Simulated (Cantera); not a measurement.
Input: 1 mol SiCl4, 1.6 mol HCl, 14 mol H2, at 1.00 bar.

Method: chemical equilibrium by Gibbs-energy minimisation in Cantera with the NASA 1993 tables (ideal gas, pure condensed phases). Candidate condensed phases: Si; 19 gas species. The tables' values for SiCl3 are old estimates; treat these amounts as uncertain. Rates play no part.

x: gas mole fraction; nothing condenses.

| T (°C) | x H2 | x HCl | x SiCl4 | x SiHCl3 | x SiCl3 | x SiCl2 | x SiH2Cl2 |
|---|---|---|---|---|---|---|---|
| 300 | 0.843 | 0.0964 | 0.0602 | 7.43e-6 | 9.32e-12 | <1e-12 | [?] |
| 350 | 0.843 | 0.0964 | 0.0602 | 2.44e-5 | 1.87e-10 | <1e-12 | [?] |
| 400 | 0.843 | 0.0965 | 0.0602 | 6.65e-5 | 2.38e-9 | <1e-12 | [?] |
| 450 | 0.843 | 0.0965 | 0.0601 | 0.000157 | 2.12e-8 | 1.86e-12 | [?] |
| 500 | 0.843 | 0.0967 | 0.0599 | 0.000329 | 1.41e-7 | 4.81e-11 | [?] |
| 550 | 0.843 | 0.0970 | 0.0596 | 0.000625 | 7.40e-7 | 8.25e-10 | [?] |
| 600 | 0.842 | 0.0975 | 0.0591 | 0.00109 | 3.18e-6 | 1.01e-8 | [?] |
| 650 | 0.842 | 0.0982 | 0.0584 | 0.00179 | 1.16e-5 | 9.22e-8 | [?] |
| 700 | 0.841 | 0.0992 | 0.0575 | 0.00274 | 3.63e-5 | 6.59e-7 | [?] |
| 750 | 0.839 | 0.101 | 0.0561 | 0.00397 | 0.000101 | 3.80e-6 | [?] |
| 800 | 0.838 | 0.102 | 0.0544 | 0.00546 | 0.000249 | 1.82e-5 | [?] |
| 850 | 0.835 | 0.104 | 0.0523 | 0.00717 | 0.000557 | 7.36e-5 | [?] |
| 900 | 0.832 | 0.107 | 0.0496 | 0.00897 | 0.00113 | 0.000255 | [?] |
| 950 | 0.829 | 0.111 | 0.0463 | 0.0107 | 0.00210 | 0.000763 | [?] |

Task: What belongs in the gaps?

Result: 
- 300, x SiH2Cl2: 4.21e-11
- 350, x SiH2Cl2: 5.31e-10
- 400, x SiH2Cl2: 4.53e-9
- 450, x SiH2Cl2: 2.84e-8
- 500, x SiH2Cl2: 1.39e-7
- 550, x SiH2Cl2: 5.51e-7
- 600, x SiH2Cl2: 1.85e-6
- 650, x SiH2Cl2: 5.34e-6
- 700, x SiH2Cl2: 1.36e-5
- 750, x SiH2Cl2: 3.10e-5
- 800, x SiH2Cl2: 6.40e-5
- 850, x SiH2Cl2: 0.000120
- 900, x SiH2Cl2: 0.000208
- 950, x SiH2Cl2: 0.000327
